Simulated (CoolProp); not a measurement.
C2F6 (R116) at 267.99 K and 1.22 MPa is compressed adiabatically to 2.39 MPa with isentropic efficiency 0.9. Each further row changes one setting.

Values from CoolProp's reference Helmholtz-energy equation of state, Lemmon 2006. It is a short technical equation, of lower accuracy than the large ones.

```json
[
 {"case": "as stated", "work (kJ/kg)": "9.01", "final temperature (K)": "294.0", "final density (kg/m³)": "___"},
 {"case": "efficiency 1", "work (kJ/kg)": "8.11", "final temperature (K)": "___", "final density (kg/m³)": "___"},
 {"case": "efficiency 0.65", "work (kJ/kg)": "___", "final temperature (K)": "___", "final density (kg/m³)": "199"}
]
```

Q: Complete the blanks.

A: 
- as stated, final density (kg/m³): 207
- efficiency 1, final temperature (K): 293.2
- efficiency 1, final density (kg/m³): 210
- efficiency 0.65, work (kJ/kg): 12.5
- efficiency 0.65, final temperature (K): 297.0
